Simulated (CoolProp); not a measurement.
Saturated liquid density (kg/m³) of n-dodecane: the reference equation beside estimates from Tc = 385.0 °C, pc = 1818 kPa, ω = 0.574. Rackett uses Z = 0.29056 − 0.08775 ω.

Model: reference Helmholtz-energy equation of state, Lemmon 2004, in CoolProp. It is a short technical equation, of lower accuracy than the large ones.

```
T (°C)   reference     Rackett  van der Waals
------  ----------  ----------  -------------
138.15       660.4       692.2          342.7
143.05       656.5       687.9     (withheld)
148.05       652.6       683.6     (withheld)
152.95       648.6       679.2          337.1
157.95       644.6  (withheld)          335.1
162.85       640.5  (withheld)          333.1
167.85       636.4       665.9          331.1
172.75  (withheld)       661.4          329.1
177.75       628.1       656.8          327.1
182.65       624.0       652.2          325.0
187.65       619.7       647.5     (withheld)
192.55       615.4       642.8          320.8
```

**Question.** Fill in the missing entries.

**Answer.** 
- 143.05, van der Waals: 340.9
- 148.05, van der Waals: 339.0
- 157.95, Rackett: 674.8
- 162.85, Rackett: 670.4
- 172.75, reference: 632.3
- 187.65, van der Waals: 322.9

Absolute difference from the reference over all 12 rows, mean and median: Rackett 4.6 and 4.7 %, van der Waals 48.0 and 48.0 %.
